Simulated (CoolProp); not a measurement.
Model: reference Helmholtz-energy equation of state, Thol 2017, in CoolProp.

### Question
Give the vapour pressure (kPa), vapour density (kg/m³), liquid cp (kJ/(kg K)), surface tension (mN/m) of saturated decamethyltetrasiloxane (MD2M) at 123.05 °C.

### Answer
```csv
T (°C),p (kPa),vapour density (kg/m³),liquid cp (kJ/(kg K)),surface tension (mN/m)
123.05,11.8,1.12,1.96,9.92
```

Surface tension comes from a separate correlation (Mulero 2014), older than this fluid's equation and unchecked against measurements.
